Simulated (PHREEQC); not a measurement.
Consider water at 53 °C with 0.022 mol HNO3, 0.0038 mol ZnSO4 and 0.023 mol MgCl2 per kg of water. Closed to the air; pH follows from the charge balance.

Model: ion-association model, phreeqc.dat, run in PHREEQC.

```tsv
quantity	before	after
pH	1.77	2.43
MgOH+ (mol/kgw)	2.32e-11	2.83e-11
```

What was changed between the two runs?
(A) temperature from 53 to 70 °C
(B) temperature from 53 to 90 °C
(C) 0.0011 mol/kgw NaNO3 added
(D) diluted 5-fold with water
(E) ZnSO4 left out

D, diluted 5-fold with water

No solid was allowed to form. At this temperature some constants are extrapolated from 25 °C, and those without enthalpy data are left unchanged.
